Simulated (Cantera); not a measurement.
Feed: 1 mol borazine, 0.65 mol H2O, 8.6 mol H2, 23 mol NH3, equilibrated at 2023 K and 2.85 Torr.

These are equilibrium values from Cantera (NASA tables, ideal gas, pure condensed phases), not measurements of a reactor. Candidate condensed phases: B, BN, B2O3, B3O3H3, H2O; 39 gas species. The feed counts by its element totals alone. The tables' values for BH2 are old estimates; treat these amounts as uncertain. Equilibrium is a limit: real reactors are often held back by kinetics, nucleation or transport.

Base state: H2 0.764, N2 0.198, H 0.0269, HBO 0.00700, BO 0.00350, BH2 0.000191, B2O2 0.000169, B2O 2.56e-5 (mole fractions); condensed: BN(s).

Question: What changes in the equilibrium state with this change: NH3 from 23 to 0.14 mol?

Answer: 
```
species       before     after
----------  --------  --------
H2             0.764     0.882
N2             0.198    0.0435
H             0.0269    0.0289
HBO          0.00700    0.0289
BO           0.00350    0.0134
B2O2        0.000169   0.00249
B2O          2.56e-5  0.000210
HBO2         1.90e-6   1.41e-5
BH2         0.000191  0.000470
B            2.40e-5   5.12e-5
BN(s), mol      2.34      1.95
B(s), mol          0     0.389
```
Mutual solubility and eutectic melting of coexisting phases are not modelled.
